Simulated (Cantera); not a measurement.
Charge: 1 mol TEOS, 1.7 mol O₂, 0.71 mol NO, held at 673.15 K and 54.0 Pa.

These are equilibrium values from Cantera (NASA tables, ideal gas, pure condensed phases), not measurements of a reactor. Candidate condensed phases: C, C₆H₆, C₇H₈, C₈H₁₈, H₂O, Si, SiC, SiO₂, Si₂N₂O, Si₃N₄; 151 gas species. The feed counts by its element totals alone. The numbers say what is thermodynamically allowed, not how fast it happens.

Task: What is the equilibrium state?

Result: 
```
Property                              Value
--------------------------------  ---------
x(H₂)                                 0.659
x(CO)                                 0.133
x(CO₂)                                0.127
x(H₂O)                               0.0513
x(N₂)                                0.0255
x(CH₄)                              0.00357
n(C(graphite))                     4.32 mol
n(SiO₂(α-quartz))                  1.00 mol
gas amount                        13.93 mol
log10 activity of Si(s) (absent)     -26.32
```
